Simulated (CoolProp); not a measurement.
Vapour-liquid equilibrium of n-hexane (1) + m-xylene (2) at 357.8 K; x and y are mole fractions of (1).

Values from CoolProp's multi-fluid Helmholtz-energy mixture model, Thol 2019 and Zhou 2012; pair parameters Bell 2016.

### Question
Give the bubble pressure and the first vapour's composition at x = 0.2, 0.5, 0.95. Is there an azeotrope?

### Answer
x = 0.2: 0.5222 bar, y = 0.720; x = 0.5: 1.022 bar, y = 0.905; x = 0.95: 1.563 bar, y = 0.990. No azeotrope shows between x = 0.05 and 0.95.

Pair parameters are fitted to limited data, so mixtures are less certain than the pure fluids.
